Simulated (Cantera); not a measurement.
Charge: 1 mol MgSO₄, 0.45 mol H₂, 0.052 mol O₂, held at 1702 °C and 0.00133 bar.

Method: chemical equilibrium by Gibbs-energy minimisation in Cantera with the NASA 1993 tables (ideal gas, pure condensed phases). Candidate condensed phases: H₂O, H₂SO₄, Mg, MgO, Mg(OH)₂, MgS, MgSO₄, S; 26 gas species. The numbers say what is thermodynamically allowed, not how fast it happens.

### Question
What is the equilibrium state?

### Answer
- x(SO₂) = 0.551
- x(H₂O) = 0.238
- x(O₂) = 0.180
- x(OH) = 0.0140
- x(O) = 0.00639
- x(SO) = 0.00421
- x(H₂) = 0.00367
- x(H) = 0.00227
- x(Mg) = 0.000122
- n(MgO(s)) = 1.000 mol
- gas amount = 1.800 mol
- log10 activity of S(l) (absent) = -6.83
- log10 activity of Mg(l) (absent) = -8.26
